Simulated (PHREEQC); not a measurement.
Dissolve 1.3 mmol/kgw NH4Cl, 30 mmol/kgw K2HPO4 and 2.9 mmol/kgw KCl at 25 °C. Closed to the air; pH follows from the charge balance.

Model: ion-association model, wateq4f.dat, run in PHREEQC.

This is a speciation only: nothing precipitates in the calculation.

### Question
Predict the pH, ionic strength.

### Answer
pH 8.82; ionic strength 0.0911 mol/kgw.

### Question
In which forms is P present?

### Answer
HPO4-2 95 %, KHPO4- 4.3 %, H2PO4- 1.1 % of the P.

Complexes and solids missing from the database can't appear. H3PO4, which wateq4f.dat lacks, is added to it with the constant of phreeqc.dat.
